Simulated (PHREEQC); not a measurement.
Solution (48 °C): 0.18 mol/kgw CuSO4 and 0.25 mol/kgw H2SO4. Closed to the air; pH follows from the charge balance.

The numbers come from PHREEQC with the ion-association model, phreeqc.dat.

This is a speciation only: nothing precipitates in the calculation.

Problem. Predict the pH, specific conductance, ionic strength.

Solution. pH 0.86; specific conductance 102000 µS/cm; ionic strength 0.609 mol/kgw.

Problem. In which forms is Cu present?

Solution. Cu+2 68 %, CuSO4 32 % of the Cu.

Away from 25 °C the constants follow the database's enthalpies or fits; those with neither stay at their 25 °C values.
